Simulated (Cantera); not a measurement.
Mixture: 5.27 % CH4, 19.9 % O2, 74.9 % N2, at 10.0 bar, adiabatic and at constant volume. Ignition delay is the time to a rise of 400 K.

Detailed kinetics in Cantera: GRI-Mech 3.0 (53 species, 325 reactions).

Q: Predict: delay at 1275 K; delay at 1375 K; delay at 1475 K; delay at 1575 K; apparent activation energy between 1525 and 1625 K.

A: 
- delay at 1275 K: 1.42 ms
- delay at 1375 K: 0.475 ms
- delay at 1475 K: 0.178 ms
- delay at 1575 K: 73.3 µs
- apparent activation energy between 1525 and 1625 K: 170 kJ/mol
